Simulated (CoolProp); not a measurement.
Vapour-liquid equilibrium of propylene (1) + cyclohexane (2) at 288.8 K; x and y are mole fractions of (1).

Values from CoolProp's multi-fluid Helmholtz-energy mixture model, Lemmon 2013 and Zhou 2014; pair parameters Bell 2016.

| x | bubble pressure, mixture model (MPa) | bubble pressure, Raoult's law (MPa) | y, mixture model | y, Raoult's law |
|---|---|---|---|---|
| 0.05 | 0.06450 | 0.05336 | (withheld) | 0.850 |
| 0.2 | 0.2178 | 0.1882 | (withheld) | 0.964 |
| 0.35 | 0.3537 | 0.3231 | 0.981 | 0.983 |
| 0.5 | 0.4784 | 0.4580 | 0.988 | 0.991 |
| 0.65 | 0.5979 | 0.5929 | (withheld) | 0.995 |
| 0.8 | (withheld) | 0.7277 | 0.995 | 0.998 |
| 0.95 | 0.8553 | 0.8626 | 0.999 | 1.000 |

Problem. Some entries are withheld; supply them.

Solution. 
- 0.05, y, mixture model: 0.873
- 0.2, y, mixture model: 0.965
- 0.65, y, mixture model: 0.992
- 0.8, bubble pressure, mixture model (MPa): 0.7196

The largest gap from Raoult's law is +20.9 % in bubble pressure, at x = 0.05. No azeotrope shows between x = 0.05 and 0.95.

The pair parameters rest on a limited set of measurements; away from them the model extrapolates. The gap from Raoult's law changes sign with composition, which may be real or a fault of the pair parameters; it wasn't checked against measurements.
